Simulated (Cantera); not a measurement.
Cantera run:

```python
import numpy as np
import cantera as ct

gas_names = """
    CL CL2 H HCL H2 N NH NH2 NH3 N2 N2H2 N2H4 Si SiCL SiCL2 SiCL3 SiCL4 SiH SiHCL3 SiH2 SiH2CL2 SiH3
    SiH3CL SiH4 SiN Si2 Si2N Si3
""".split()
cond_names = """
    NH4CL(a) NH4CL(b) Si(cr) Si(L) Si3N4(a)
""".split()


# ... load() reads the species with a 1 bar reference pressure and builds the phases ...
atoms = {
    'SiH2Cl2': {'Si': 1, 'H': 2, 'CL': 2},
    'N2': {'N': 2},
}
top_T = {'Si3N4(a)': 2400}  # K; cautious upper limits of use, not melting points


# ... equilibrate(T, P, feed) seeds the gas with the atoms and calls Mixture.equilibrate('TP', solver="vcs", rtol=1e-11, max_steps=5000) ...
results = []
feed = {'SiH2Cl2': 1, 'N2': 2.8}  # mol
P = 3200  # Pa
for T in [998, 1098, 1198, 1298, 1398, 1498, 1598, 1698]:
    mix = equilibrate(T, P, feed)
    results.append((T, P, feed, dict(zip(mix.species_names, mix.species_moles))))
    x = sorted(zip(gas.X, gas.species_names), reverse=True)
    print(f"T = {T:g} K  P = {P:g} Pa  gas = {mix.phase_moles(0):.4g} mol")
    print("   x: " + "  ".join(f"{s} {v:.3e}" for v, s in x if v > 1e-06))
    print("   condensed (mol): " + ("  ".join(f"{mix.phase(i).name} {mix.phase_moles(i):.4g}"
          for i in range(1, mix.n_phases) if mix.phase_moles(i) > 1e-12) or "none"))
```

Result:

```
T = 998 K  P = 3200 Pa  gas = 4.057 mol
   x: N2 5.635e-01  HCL 2.671e-01  H2 1.129e-01  SiCL4 5.632e-02  SiHCL3 1.650e-04  SiCL3 4.655e-05
   condensed (mol): Si3N4(a) 0.2569
T = 1098 K  P = 3200 Pa  gas = 4.062 mol
   x: N2 5.609e-01  HCL 2.792e-01  H2 1.065e-01  SiCL4 5.287e-02  SiHCL3 2.933e-04  SiCL3 2.750e-04  SiCL2 2.011e-05
   condensed (mol): Si3N4(a) 0.261
T = 1198 K  P = 3200 Pa  gas = 4.067 mol
   x: N2 5.588e-01  HCL 2.884e-01  H2 1.014e-01  SiCL4 4.947e-02  SiCL3 1.189e-03  SiHCL3 4.681e-04  SiCL2 2.527e-04
   condensed (mol): Si3N4(a) 0.2637
T = 1298 K  P = 3200 Pa  gas = 4.08 mol
   x: N2 5.571e-01  HCL 2.936e-01  H2 9.795e-02  SiCL4 4.464e-02  SiCL3 3.942e-03  SiCL2 2.081e-03  SiHCL3 6.722e-04  CL 4.743e-06  H 1.875e-06  SiH2CL2 1.426e-06
   condensed (mol): Si3N4(a) 0.2635
T = 1398 K  P = 3200 Pa  gas = 4.123 mol
   x: N2 5.556e-01  HCL 2.899e-01  H2 9.717e-02  SiCL4 3.503e-02  SiCL2 1.163e-02  SiCL3 9.765e-03  SiHCL3 8.244e-04  CL 2.027e-05  H 8.246e-06  SiH2CL2 2.914e-06
   condensed (mol): Si3N4(a) 0.2547
T = 1498 K  P = 3200 Pa  gas = 4.234 mol
   x: N2 5.547e-01  HCL 2.661e-01  H2 1.027e-01  SiCL2 4.146e-02  SiCL4 1.860e-02  SiCL3 1.554e-02  SiHCL3 7.380e-04  CL 6.433e-05  H 3.079e-05  SiH2CL2 4.654e-06
   condensed (mol): Si3N4(a) 0.2256
T = 1598 K  P = 3200 Pa  gas = 4.392 mol
   x: N2 5.569e-01  HCL 2.172e-01  H2 1.188e-01  SiCL2 8.751e-02  SiCL3 1.361e-02  SiCL4 5.240e-03  SiHCL3 4.115e-04  CL 1.483e-04  H 1.026e-04  SiCL 7.031e-06  SiH2CL2 5.392e-06
   condensed (mol): Si3N4(a) 0.177
T = 1698 K  P = 3200 Pa  gas = 4.521 mol
   x: N2 5.624e-01  HCL 1.609e-01  H2 1.405e-01  SiCL2 1.265e-01  SiCL3 7.900e-03  SiCL4 9.751e-04  H 3.030e-04  CL 2.699e-04  SiHCL3 1.638e-04  SiCL 4.950e-05  SiH2CL2 4.797e-06  Si 3.922e-06
   condensed (mol): Si3N4(a) 0.1289
```

Method: chemical equilibrium by Gibbs-energy minimisation in Cantera with the NASA 1993 tables (ideal gas, pure condensed phases). N2 is the only nitrogen source here; it is nearly inert below about 1500 K, so the nitride shown seldom forms there in practice. The tables' values for SiCl3, SiCl are old estimates; treat these amounts as uncertain.
